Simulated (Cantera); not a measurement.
Feed: 1 mol CH3F, held at 13.3 mbar.

Equilibrium computed with Cantera from the NASA thermochemical tables; the gas is ideal and each condensed phase is pure. Candidate condensed phases: C, C6H6, C7H8, C8H18; 110 gas species. Ions and electrons are included (thermal ionisation). Kinetics and transport are ignored.

x: gas mole fraction; n: condensed amount in mol.

```tsv
T (K)	x H	x HF	x H2	x F	x C	x C3	x C2	n C(graphite)
2000	0.00988	0.498	0.492	4.11e-6	2.28e-9	2.08e-9	1.76e-10	0.998
2500	0.137	0.465	0.393	0.000338	1.25e-5	3.73e-5	3.44e-6	0.981
3000	0.474	0.353	0.120	0.00862	0.00380	0.0234	0.00238	0.702
3500	0.593	0.159	0.0134	0.0945	0.0623	0.0479	0.0192	0
4000	0.600	?	?	?	?	?	?	0
4500	0.600	?	?	0.197	0.197	?	?	0
5000	0.600	0.000695	0.000116	0.199	0.199	1.52e-6	0.000352	0
```

### Question
Complete the blanks.

### Answer

- 4500, x HF: 0.00344
- 4500, x H2: 0.000401
- 4500, x C3: 5.32e-5
- 4500, x C2: 0.00178
- 4000, x HF: 0.0237
- 4000, x H2: 0.00189
- 4000, x F: 0.182
- 4000, x C: 0.174
- 4000, x C3: 0.00327
- 4000, x C2: 0.0108
